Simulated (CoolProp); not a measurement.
Computed with CoolProp (reference Helmholtz-energy equation of state, Akasaka 2019).

Give the vapour pressure (bar), liquid density (kg/m³), enthalpy of vaporisation (kJ/kg), liquid cp (kJ/(kg K)) of saturated R1234ze(Z) at 19.85, 44.85 °C.


```json
[
 {"T (°C)": "19.85", "p (bar)": "1.48", "liquid density (kg/m³)": "1240", "enthalpy of vaporisation (kJ/kg)": "209", "liquid cp (kJ/(kg K))": "1.26"},
 {"T (°C)": "44.85", "p (bar)": "3.36", "liquid density (kg/m³)": "1170", "enthalpy of vaporisation (kJ/kg)": "193", "liquid cp (kJ/(kg K))": "1.34"}
]
```
